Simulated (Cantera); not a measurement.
Source: NASA polynomial tables (part measured, part estimated), evaluated in Cantera. Values are per mole of reaction as written; species without (g) are pure solids or liquids, kept so even where they would boil at 1 bar.

Task: Between 2123 and 2423 K, where is each reaction favourable under standard conditions?
- O(g) + H2(g) = H2O(g)
- 3 I2(g) + 6 OH(g) = 2 O3(g) + 6 HI(g)

Result: 
- O(g) + H2(g) = H2O(g): ΔG° is -242 kJ at 2123 K and -204 kJ at 2423 K; it stays negative (K > 1). ΔH° is -508 kJ and ΔS° -125 J/K at 2423 K.
- 3 I2(g) + 6 OH(g) = 2 O3(g) + 6 HI(g): ΔG° is 392 kJ at 2123 K and 442 kJ at 2423 K; it stays positive (K < 1). ΔH° is 45 kJ and ΔS° -164 J/K at 2423 K.
